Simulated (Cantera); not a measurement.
Charge: 1 mol Fe, 0.9 mol CO, at 1.00 Torr.

Method: chemical equilibrium by Gibbs-energy minimisation in Cantera with the NASA 1993 tables (ideal gas, pure condensed phases). Candidate condensed phases: C, Fe, Fe(CO)₅, FeO, Fe₂O₃, Fe₃O₄; 15 gas species. The numbers say what is thermodynamically allowed, not how fast it happens.

x: gas mole fraction; n: condensed amount in mol.

```tsv
T (K)	x CO	x Fe	x CO₂	x C	n Fe(γ)	n Fe(δ)	n Fe(l)
1423	1.000	2.00e-5	1.82e-6	<1e-12	1.000	0	0
1523	1.000	0.000182	7.24e-7	<1e-12	1.000	0	0
1623	0.999	___	___	1.01e-12	0.999	0	0
1723	0.993	___	___	___	0	___	0
1823	0.969	0.0305	8.16e-8	3.47e-10	0	0	0.972
1923	0.889	0.111	3.96e-8	4.06e-9	0	0	0.888
2023	0.647	0.353	2.80e-8	1.70e-8	0	0	0.509
```

Q: Fill in the missing entries.

A: 
- 1723, x Fe: 0.00684
- 1723, x CO₂: 1.59e-7
- 1723, x C: 2.23e-11
- 1723, n Fe(δ): 0.994
- 1623, x Fe: 0.00125
- 1623, x CO₂: 3.25e-7
